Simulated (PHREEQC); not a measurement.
2.8 g of hydrous ferric oxide (600 m²/g; 0.2 weak and 0.005 strong sites per Fe, Dzombak-Morel constants, diffuse double layer) in 1 kg of water with 0.001 mol/kgw of an inert sodium salt and 0.01 mol/kgw Na2SO4, at 25 °C; the pH is set by adding NaOH or the inert anion's acid. Oxygen is held at 0.21 atm. The system is closed to CO2. Nothing may precipitate in this run.

Base run: PHREEQC, ion-association model, wateq4f.dat. Each further column changes one thing. The table gives surface charge σ (C/m²).

```json
[
 {"pH": "3", "base": "0.027", "background salt from 0.001 to 0.0001 mol/kgw": "0.026", "oxide from 2.8 to 14 g/kgw": "(withheld)", "0.0015 mol/kgw Na2HAsO4 added": "0.028"},
 {"pH": "4.33", "base": "0.026", "background salt from 0.001 to 0.0001 mol/kgw": "0.025", "oxide from 2.8 to 14 g/kgw": "0.094", "0.0015 mol/kgw Na2HAsO4 added": "0.026"},
 {"pH": "5.67", "base": "0.022", "background salt from 0.001 to 0.0001 mol/kgw": "0.022", "oxide from 2.8 to 14 g/kgw": "0.034", "0.0015 mol/kgw Na2HAsO4 added": "0.019"},
 {"pH": "7", "base": "0.011", "background salt from 0.001 to 0.0001 mol/kgw": "0.011", "oxide from 2.8 to 14 g/kgw": "0.013", "0.0015 mol/kgw Na2HAsO4 added": "(withheld)"},
 {"pH": "8.33", "base": "-0.005", "background salt from 0.001 to 0.0001 mol/kgw": "-0.005", "oxide from 2.8 to 14 g/kgw": "-0.005", "0.0015 mol/kgw Na2HAsO4 added": "-0.029"},
 {"pH": "9.67", "base": "-0.045", "background salt from 0.001 to 0.0001 mol/kgw": "-0.045", "oxide from 2.8 to 14 g/kgw": "-0.046", "0.0015 mol/kgw Na2HAsO4 added": "(withheld)"},
 {"pH": "11", "base": "-0.138", "background salt from 0.001 to 0.0001 mol/kgw": "-0.137", "oxide from 2.8 to 14 g/kgw": "-0.144", "0.0015 mol/kgw Na2HAsO4 added": "-0.182"}
]
```

Question: Some entries are withheld; supply them.

Answer: 
- 3, oxide from 2.8 to 14 g/kgw: 0.136
- 7, 0.0015 mol/kgw Na2HAsO4 added: 0.004
- 9.67, 0.0015 mol/kgw Na2HAsO4 added: -0.093

The oxide is taken as insoluble; below pH 4 it would dissolve.
